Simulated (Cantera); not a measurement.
Cantera run, input and output.

```python
import numpy as np
import cantera as ct

gas = ct.Solution("gri30.yaml")


def delay(T, t_max=10):
    gas.TPX = T, 44000, {'CH4': 1, 'C2H6': 0.079, 'O2': 1.26, 'N2': 4.76}
    reactor = ct.IdealGasConstPressureReactor(gas, clone=False)
    net = ct.ReactorNet([reactor])
    net.rtol, net.atol = 1e-8, 1e-16
    while net.time < t_max:
        t_old, T_old = net.time, reactor.T
        net.step()
        if reactor.T > T + 400:  # ignition: a rise of 400 K
            return t_old + (T + 400 - T_old) / (reactor.T - T_old) * (net.time - t_old)
    return np.nan


taus = []
for T in [1273, 1348, 1423, 1498, 1573, 1648, 1723, 1798]:
    taus.append(delay(T))
    print(f"T0 = {T:6g} K   tau = {taus[-1]:.4e} s")
```

Result:

```
T0 =   1273 K   tau = 7.8140e-03 s
T0 =   1348 K   tau = 3.3350e-03 s
T0 =   1423 K   tau = 1.4794e-03 s
T0 =   1498 K   tau = 7.0032e-04 s
T0 =   1573 K   tau = 3.6174e-04 s
T0 =   1648 K   tau = 2.0546e-04 s
T0 =   1723 K   tau = 1.2751e-04 s
T0 =   1798 K   tau = 8.5346e-05 s
```

Cantera simulation using GRI-Mech 3.0 (53 species, 325 reactions); the numbers are that mechanism's predictions, not measurements.
